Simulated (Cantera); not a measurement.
Feed: 1 mol Si₂H₆, 1.8 mol H₂O, 15 mol N₂, at 0.0720 Torr.

Method: chemical equilibrium by Gibbs-energy minimisation in Cantera with the NASA 1993 tables (ideal gas, pure condensed phases). Candidate condensed phases: H₂O, Si, SiO₂, Si₂N₂O, Si₃N₄; 35 gas species. The feed counts by its element totals alone. N₂ is the only nitrogen source here; it is nearly inert below about 1500 K, so the nitride shown seldom forms there in practice. Rates play no part. All values below are at 1450 K.

Base state: N₂ 0.698, H₂ 0.226, SiO 0.0755, H 0.000459 (mole fractions); condensed: Si₂N₂O(s).

Task: What changes in the equilibrium state with this change: pressure from 0.0720 Torr to 100 Torr?

Result: 
| species | before | after |
|---|---|---|
| N₂ | 0.698 | 0.748 |
| H₂ | 0.226 | 0.252 |
| H₂O | 1.78e-6 | 8.06e-5 |
| SiO | 0.0755 | 8.98e-6 |
| H | 0.000459 | 1.30e-5 |
| Si₂N₂O(s), mol | 0.200 | 0.734 |
| SiO₂(β-quartz), mol | 0 | 0.532 |
Mutual solubility and eutectic melting of coexisting phases are not modelled. The tables hold silica as quartz up to 1696 K and as liquid above; real silica turns to tridymite and cristobalite and melts near 1996 K.
